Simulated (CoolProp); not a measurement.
R124 at 465 K and 0.574 MPa flows at 0.065 m/s in a round tube of 2 mm bore and 15 µm roughness, fully developed (64/Re and Nu = 3.66 if laminar; Colebrook and Gnielinski if turbulent). Each further row changes one setting.

Model: reference Helmholtz-energy equation of state, de Vries 1995, in CoolProp.

```
case               Reynolds number  Darcy friction factor  pressure drop (Pa/m)  heat-transfer coefficient (W/(m² K))  mass flow (kg/h)
-----------------  ---------------  ---------------------  --------------------  ------------------------------------  ----------------
as stated                        ?                      ?                     ?                                  52.2                 ?
velocity 0.13 m/s              273                  0.235                     ?                                  52.2                 ?
diameter 4 mm                  273                  0.235                     ?                                  26.1                 ?
```

Task: Some entries are withheld; supply them.

Result: 
- as stated, Reynolds number: 136
- as stated, Darcy friction factor: 0.470
- as stated, pressure drop (Pa/m): 10.4
- as stated, mass flow (kg/h): 0.0154
- velocity 0.13 m/s, pressure drop (Pa/m): 20.8
- velocity 0.13 m/s, mass flow (kg/h): 0.0308
- diameter 4 mm, pressure drop (Pa/m): 2.59
- diameter 4 mm, mass flow (kg/h): 0.0615

Viscosity comes from a separate model (Bell 2016), an estimate that may be off by 10 % or more. Thermal conductivity comes from a separate model (Huber 2003), an estimate that may be off by 10 % or more.
